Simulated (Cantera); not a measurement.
A perfectly stirred reactor is fed with 10.8 % CH₃OH, 10.1 % O₂, 79.0 % N₂, at 6.40 bar; it is adiabatic with a 600 K inlet, and is followed from long to short residence time, starting on the burning branch (τ in s: 0.074, 0.033, 0.015, 0.0067, 0.003, 0.0013, 0.0006, 0.00027, 0.00012, 5.4e-05).

Cantera simulation using GRI-Mech 3.0 (53 species, 325 reactions); the numbers are that mechanism's predictions, not measurements. GRI-Mech 3.0 was tuned for natural gas; its chemistry of methanol as a main component is partial and can be far from experiment.

Predict: blow-out, bracketed by the residence times tried; x(CH₃OH) at τ = 74.0 ms; x(O₂) at τ = 74.0 ms; x(NO) at τ = 74.0 ms; x(CH₄) at τ = 74.0 ms; x(HO₂) at τ = 74.0 ms; x(CH₃OH) at τ = 1.30 ms; x(O₂) at τ = 1.30 ms; x(NO) at τ = 1.30 ms; x(CH₄) at τ = 1.30 ms; x(HO₂) at τ = 1.30 ms.


* **blow-out, bracketed by the residence times tried**: burning at 0.600 ms, out at 0.270 ms
* **x(CH₃OH) at τ = 74.0 ms**: 5.04e-6
* **x(O₂) at τ = 74.0 ms**: 0.000101
* **x(NO) at τ = 74.0 ms**: 9.64e-7
* **x(CH₄) at τ = 74.0 ms**: 4.19e-5
* **x(HO₂) at τ = 74.0 ms**: 2.45e-7
* **x(CH₃OH) at τ = 1.30 ms**: 0.000106
* **x(O₂) at τ = 1.30 ms**: 0.00196
* **x(NO) at τ = 1.30 ms**: 2.05e-6
* **x(CH₄) at τ = 1.30 ms**: 0.000416
* **x(HO₂) at τ = 1.30 ms**: 8.17e-6
